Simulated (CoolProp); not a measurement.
Properties of R365MFC along the isobar 4.14 MPa (Tc = 186.9 °C, pc = 3.266 MPa, ω = 0.377).

Values from CoolProp's reference Helmholtz-energy equation of state, Lemmon 2016.

```json
[
 {"T (°C)": "21.45", "phase": "liquid", "density (kg/m³)": "1274", "cp (kJ/(kg K))": "1.362", "speed of sound (m/s)": "767.4"},
 {"T (°C)": "32.25", "phase": "liquid", "density (kg/m³)": "1252", "cp (kJ/(kg K))": "1.382", "speed of sound (m/s)": "728.2"},
 {"T (°C)": "42.95", "phase": "liquid", "density (kg/m³)": "1230", "cp (kJ/(kg K))": "1.402", "speed of sound (m/s)": "690.0"},
 {"T (°C)": "53.75", "phase": "liquid", "density (kg/m³)": "1206", "cp (kJ/(kg K))": "1.424", "speed of sound (m/s)": "651.8"},
 {"T (°C)": "64.55", "phase": "liquid", "density (kg/m³)": "1182", "cp (kJ/(kg K))": "1.447", "speed of sound (m/s)": "614.0"},
 {"T (°C)": "75.25", "phase": "liquid", "density (kg/m³)": "1158", "cp (kJ/(kg K))": "1.471", "speed of sound (m/s)": "576.9"},
 {"T (°C)": "86.05", "phase": "liquid", "density (kg/m³)": "1132", "cp (kJ/(kg K))": "1.497", "speed of sound (m/s)": "539.7"},
 {"T (°C)": "96.75", "phase": "liquid", "density (kg/m³)": "1105", "cp (kJ/(kg K))": "1.525", "speed of sound (m/s)": "502.9"},
 {"T (°C)": "107.55", "phase": "liquid", "density (kg/m³)": "1077", "cp (kJ/(kg K))": "1.556", "speed of sound (m/s)": "465.8"},
 {"T (°C)": "118.35", "phase": "liquid", "density (kg/m³)": "1047", "cp (kJ/(kg K))": "1.591", "speed of sound (m/s)": "428.4"},
 {"T (°C)": "129.05", "phase": "liquid", "density (kg/m³)": "1015", "cp (kJ/(kg K))": "1.630", "speed of sound (m/s)": "391.0"},
 {"T (°C)": "139.85", "phase": "liquid", "density (kg/m³)": "979.7", "cp (kJ/(kg K))": "1.678", "speed of sound (m/s)": "352.7"},
 {"T (°C)": "150.65", "phase": "liquid", "density (kg/m³)": "940.7", "cp (kJ/(kg K))": "1.737", "speed of sound (m/s)": "313.2"},
 {"T (°C)": "161.35", "phase": "liquid", "density (kg/m³)": "896.6", "cp (kJ/(kg K))": "1.816", "speed of sound (m/s)": "272.5"},
 {"T (°C)": "172.15", "phase": "liquid", "density (kg/m³)": "843.7", "cp (kJ/(kg K))": "1.936", "speed of sound (m/s)": "228.9"},
 {"T (°C)": "182.85", "phase": "liquid", "density (kg/m³)": "776.3", "cp (kJ/(kg K))": "2.160", "speed of sound (m/s)": "181.0"}
]
```
